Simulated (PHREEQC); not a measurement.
Solution (25 °C): 62 mmol/kgw HNO3 and 62 mmol/kgw CuSO4. Closed to the air; pH follows from the charge balance.

All values are PHREEQC results (ion-association model, phreeqc.dat), not measurements.

**Question.** The ionic strength comes out as 0.192 mol/kgw. What activity coefficients do HSO4-, NO3-, H+, SO4-2, Cu+2 get?

**Answer.** HSO4- 0.75, NO3- 0.70, H+ 0.80, SO4-2 0.30, Cu+2 0.33.

No solid was allowed to form.
